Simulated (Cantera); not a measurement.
Cantera run:

```python
import numpy as np
import cantera as ct

gas_names = """
    F F2 N NF NF2 NF3 N2 Si SiF SiF2 SiF3 SiF4 SiN Si2 Si2N Si3
""".split()
cond_names = """
    Si(cr) Si(L) Si3N4(a)
""".split()


# ... load() reads the species with a 1 bar reference pressure and builds the phases ...
atoms = {
    'Si3N4': {'Si': 3, 'N': 4},
    'F2': {'F': 2},
    'N2': {'N': 2},
}
top_T = {'Si3N4(a)': 2400}  # K; cautious upper limits of use, not melting points


# ... equilibrate(T, P, feed) seeds the gas with the atoms and calls Mixture.equilibrate('TP', solver="vcs", rtol=1e-11, max_steps=5000) ...
results = []
feed = {'Si3N4': 1, 'F2': 8.4, 'N2': 1.1}  # mol
P = 50000  # Pa
for T in [1123, 1223, 1323, 1423, 1523, 1623, 1723, 1823, 1923, 2023, 2123]:
    mix = equilibrate(T, P, feed)
    results.append((T, P, feed, dict(zip(mix.species_names, mix.species_moles))))

top = {s: max(r[3][s] / sum(r[3][g] for g in gas_names) for r in results) for s in gas_names}
cols = sorted((s for s in top if top[s] > 1e-05), key=lambda s: -top[s])[:5]
seen = [c for c in cond_names if any(r[3].get(c, 0) > 1e-12 for r in results)]
print("log10 of partial pressures in bar; condensed amounts in mol")
print(f"{'T/K':>10s}" + "".join(f"{s[:9]:>10s}" for s in cols + seen))
for T, P, feed, n in results:
    ng = sum(n[g] for g in gas_names)
    print(f"{T:10.4g}" + "".join(f"{np.log10(max(n[s] / ng * P / 1e5, 1e-99)):10.3f}" for s in cols)
          + "".join(f"{n.get(c, 0):10.4g}" for c in seen))
```

Result:

```
log10 of partial pressures in bar; condensed amounts in mol
       T/K         F        N2      SiF4        F2       NF3
      1123    -1.070    -0.778    -0.791    -1.067    -3.115
      1223    -0.860    -0.804    -0.818    -1.279    -3.931
      1323    -0.746    -0.825    -0.839    -1.586    -4.811
      1423    -0.694    -0.837    -0.852    -1.944    -5.704
      1523    -0.673    -0.843    -0.857    -2.305    -6.549
      1623    -0.664    -0.845    -0.859    -2.641    -7.317
      1723    -0.661    -0.846    -0.860    -2.947    -8.006
      1823    -0.659    -0.847    -0.861    -3.223    -8.624
      1923    -0.658    -0.847    -0.861    -3.472    -9.179
      2023    -0.658    -0.847    -0.861    -3.698    -9.678
      2123    -0.658    -0.847    -0.861    -3.903   -10.131
```

Cantera equilibrium calculation (NASA polynomials, part measured and part estimated; ideal gas, pure solids and liquids).
